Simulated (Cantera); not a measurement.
What does this Cantera script print?

```python
import numpy as np
import cantera as ct

gas_names = """
    O2 CO
""".split()
cond_names = """
    Ti(b) TiC(s) TiO(b) TiO2(ru) Ti2O3(b) Ti3O5(b) Ti4O7(s)
""".split()


# ... load() reads the species with a 1 bar reference pressure and builds the phases ...
species = {s.name: s for s in load("nasa_gas.yaml", gas_names) + load("nasa_condensed.yaml", cond_names)}
T = 1500
g = {n: (s.thermo.h(T) - T * s.thermo.s(T)) / (ct.gas_constant * T * np.log(10)) for n, s in species.items()}
valid = cond_names  # the entries whose range holds T


def stable(la, lb):
    # potentials (over RT ln 10) of the two non-metals from log10 p(O2) and log10 p(CO) in bar
    mu = {}
    mu["O"] = (g["O2"] + la) / 2
    mu["C"] = (g["CO"] + lb - 1 * mu["O"]) / 1
    cost = {}
    for n in valid:
        c = species[n].composition
        cost[n] = (g[n] - sum(c.get(e, 0) * m for e, m in mu.items())) / c["Ti"]
    return min(cost, key=cost.get)


results = []
for lb in [0, -1.2, -2.3, -3.5, -4.7, -5.8, -7, -8.2, -9.3, -10.5, -11.7, -12.8, -14]:
    row = [stable(la, lb) for la in [-18, -17, -16.1, -15.2, -14.2, -13.2, -12.3, -11.4, -10.4, -9.5, -8.5, -7.6, -6.6, -5.6, -4.7, -3.8, -2.8, -1.9, -0.9, 0.1, 1]]
    results.append(row)
    print(f"{lb:6.1f}  " + " ".join(f"{valid.index(n):x}" for n in row))
print("key: " + ", ".join(f"{i:x} {n}" for i, n in enumerate(valid)))
```

Result:

```
   0.0  1 5 6 6 3 3 3 3 3 3 3 3 3 3 3 3 3 3 3 3 3
  -1.2  5 5 6 6 3 3 3 3 3 3 3 3 3 3 3 3 3 3 3 3 3
  -2.3  5 5 6 6 3 3 3 3 3 3 3 3 3 3 3 3 3 3 3 3 3
  -3.5  5 5 6 6 3 3 3 3 3 3 3 3 3 3 3 3 3 3 3 3 3
  -4.7  5 5 6 6 3 3 3 3 3 3 3 3 3 3 3 3 3 3 3 3 3
  -5.8  5 5 6 6 3 3 3 3 3 3 3 3 3 3 3 3 3 3 3 3 3
  -7.0  5 5 6 6 3 3 3 3 3 3 3 3 3 3 3 3 3 3 3 3 3
  -8.2  5 5 6 6 3 3 3 3 3 3 3 3 3 3 3 3 3 3 3 3 3
  -9.3  5 5 6 6 3 3 3 3 3 3 3 3 3 3 3 3 3 3 3 3 3
 -10.5  5 5 6 6 3 3 3 3 3 3 3 3 3 3 3 3 3 3 3 3 3
 -11.7  5 5 6 6 3 3 3 3 3 3 3 3 3 3 3 3 3 3 3 3 3
 -12.8  5 5 6 6 3 3 3 3 3 3 3 3 3 3 3 3 3 3 3 3 3
 -14.0  5 5 6 6 3 3 3 3 3 3 3 3 3 3 3 3 3 3 3 3 3
key: 0 Ti(b), 1 TiC(s), 2 TiO(b), 3 TiO2(ru), 4 Ti2O3(b), 5 Ti3O5(b), 6 Ti4O7(s)
```

Standard-state values (1 bar) from the NASA 1993 polynomials, evaluated with Cantera. TiC, TiO: taken at fixed stoichiometry. Not in the tables: Magnéli phases beyond Ti4O7, TiC-TiO solid solutions. Part of the grid cannot be reached: there another gas would pass 10 bar, or a non-metal would condense.
